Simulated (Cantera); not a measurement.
Input: 1 mol MgO, 7.3 mol HF, 6.9 mol N2, held at 42000 Pa.

Method: chemical equilibrium by Gibbs-energy minimisation in Cantera with the NASA 1993 tables (ideal gas, pure condensed phases). Candidate condensed phases: H2O, Mg, MgF2, MgO, Mg(OH)2; 50 gas species. Mutual solubility and eutectic melting of coexisting phases are not modelled. Equilibrium is a limit: real reactors are often held back by kinetics, nucleation or transport.

log p: log10 of the partial pressure in bar; n: condensed amount in mol.

```
T (K)  log p N2  log p HF  log p H2O  log p MgF2  log p H2  n MgF2(s)  n MgF2(l)  n MgO(s)
-----  --------  --------  ---------  ----------  --------  ---------  ---------  --------
1023      -0.66     -0.77      -1.50      -10.39     -7.38       1.00          0         0
1098      -0.66     -0.77      -1.50       -9.06     -6.80       1.00          0         0
1173      -0.66     -0.77      -1.50       -7.90     -6.30       1.00          0         0
1248      -0.66     -0.77      -1.50       -6.89     -5.85      1.000          0         0
1323      -0.66     -0.77      -1.50         [?]       [?]      1.000          0         0
1398      -0.66     -0.77      -1.50       -5.20     -5.10      1.000          0         0
1473      -0.66     -0.77      -1.50       -4.49     -4.78      0.999          0         0
1548      -0.66     -0.77      -1.50       -3.87     -4.49          0      0.996         0
1623      -0.66     -0.77      -1.50       -3.39     -4.22          0      0.987         0
1698      -0.66     -0.77      -1.50       -2.96     -3.99          0      0.965         0
1773      -0.66     -0.78      -1.50       -2.56     -3.77          0      0.913         0
1848      -0.67     -0.78      -1.51         [?]       [?]          0        [?]         0
1923      -0.68     -0.77      -1.57       -1.87     -3.42          0      0.452     0.108
```

Task: Fill in the missing entries.

Result: 
- 1323, log p MgF2: -6.00
- 1323, log p H2: -5.45
- 1848, log p MgF2: -2.20
- 1848, log p H2: -3.57
- 1848, n MgF2(l): 0.799
